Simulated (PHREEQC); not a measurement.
Dissolve 0.0028 mol NaHSO4, 0.25 mol NaOH and 0.00017 mol LiCl per kg of water at 25 °C. Closed to the air; pH follows from the charge balance.

All values are PHREEQC results (ion-association model, phreeqc.dat), not measurements.

```
quantity             before  after
-------------------  ------  -----
pH                    13.23  12.01
SI of Halite (NaCl)   -6.23  -6.28
```

Question: Name the change that produced these shifts.
A) temperature from 25 to 70 °C
B) NaHSO4 replaced by NaHCO3 at the same molality
C) temperature from 25 to 60 °C

Answer: A, temperature from 25 to 70 °C

No solid was allowed to form. At this temperature some constants are extrapolated from 25 °C, and those without enthalpy data are left unchanged.
